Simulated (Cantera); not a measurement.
Charge: 1 mol B₂O₃, 19 mol NH₃, 5.5 mol H₂, at 1900 °C and 13000 Pa.

Equilibrium computed with Cantera from the NASA thermochemical tables; the gas is ideal and each condensed phase is pure. Candidate condensed phases: B, BN, B₂O₃, B₃O₃H₃, H₂O; 39 gas species. Kinetics and transport are ignored.

Base state: H₂ 0.732, N₂ 0.212, HBO 0.0178, HBO₂ 0.0128, H 0.0115, H₂O 0.00510, B₂O₃ 0.00434, BO 0.00346 (mole fractions); condensed: gas only.

Problem. What changes in the equilibrium state with this change: B₂O₃ replaced by B?

Solution. 
| species | before | after |
|---|---|---|
| H₂ | 0.732 | 0.780 |
| N₂ | 0.212 | 0.208 |
| H | 0.0115 | 0.0118 |
| HBO | 0.0178 | 0 |
| HBO₂ | 0.0128 | 0 |
| BH₂ | 1.20e-6 | 0.000197 |
| H₂O | 0.00510 | 0 |
| B₂O₃ | 0.00434 | 0 |
| BO | 0.00346 | 0 |
| B₂O₂ | 0.000926 | 0 |
| BO₂ | 3.24e-5 | 0 |
| BN(s), mol | 0 | 0.991 |
The tables' values for BH₂ are old estimates; treat these amounts as uncertain.
